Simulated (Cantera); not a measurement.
Charge: 1 mol Fe₂O₃, 2.7 mol CH₄, 0.066 mol CO, held at 26.0 Pa.

Equilibrium computed with Cantera from the NASA thermochemical tables; the gas is ideal and each condensed phase is pure. Candidate condensed phases: C, C₆H₆, C₇H₈, C₈H₁₈, Fe, Fe(CO)₅, FeO, Fe(OH)₂, Fe(OH)₃, Fe₂O₃, Fe₃O₄, H₂O; 114 gas species. Kinetics and transport are ignored.

log p: log10 of the partial pressure in bar; n: condensed amount in mol.

```csv
T (K),log p H₂,log p CO,log p H₂O,log p CO₂,log p H,log p Fe,log p CH₄,n Fe(α),n Fe(γ)
800,-3.77,-4.09,-5.50,-5.19,-13.42,<-15,-8.41,2.00,0
850,-3.77,-4.08,(withheld),-5.24,(withheld),<-15,(withheld),2.00,0
900,-3.78,-4.08,-5.35,-5.29,-11.82,<-15,-10.18,2.00,0
950,-3.78,-4.08,-5.30,-5.35,-11.14,-14.95,-10.92,2.00,0
1000,-3.78,-4.08,-5.26,-5.40,(withheld),(withheld),(withheld),2.00,0
1050,-3.78,-4.07,-5.22,-5.45,-9.98,-12.81,-12.17,2.00,0
1100,-3.78,-4.07,-5.20,-5.49,-9.48,-11.90,-12.71,2.00,0
1150,-3.78,-4.07,-5.18,-5.54,-9.02,-11.07,-13.20,2.00,0
1200,-3.78,-4.07,-5.16,-5.58,-8.60,-10.30,-13.64,0,2.00
1250,-3.78,-4.07,-5.14,-5.62,-8.21,-9.61,-14.05,0,2.00
1300,-3.78,-4.07,-5.13,-5.66,-7.85,-8.96,-14.43,0,2.00
1350,-3.78,-4.07,-5.12,-5.70,-7.51,-8.37,-14.78,0,2.00
1400,-3.78,-4.06,-5.11,-5.73,-7.21,-7.81,-15.10,0,2.00
```

Fill in the missing entries.


- 850, log p H₂O: -5.42
- 850, log p H: -12.58
- 850, log p CH₄: -9.35
- 1000, log p H: -10.53
- 1000, log p Fe: -13.83
- 1000, log p CH₄: -11.58
